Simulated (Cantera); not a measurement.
Input: 1 mol C, 1.2 mol CO2, 11 mol H2, 0.053 mol NH3, equilibrated at 1.33 mbar.

These are equilibrium values from Cantera (NASA tables, ideal gas, pure condensed phases), not measurements of a reactor. Candidate condensed phases: C, C6H6, C7H8, C8H18, H2O; 136 gas species. Rates play no part. All values below are at 2475 K.

Base state: H2 0.445, H 0.411, CO 0.131, H2O 0.00883, OH 0.00164, N2 0.00158, O 0.00100, CO2 0.000423 (mole fractions); condensed: gas only.

Task: What changes in the equilibrium state with this change: CO2 from 1.2 to 1.4 mol?

Result: 
| species | before | after |
|---|---|---|
| H2 | 0.445 | 0.430 |
| H | 0.411 | 0.404 |
| CO | 0.131 | 0.140 |
| H2O | 0.00883 | 0.0172 |
| O2 | 8.17e-6 | 3.33e-5 |
| CO2 | 0.000423 | 0.000916 |
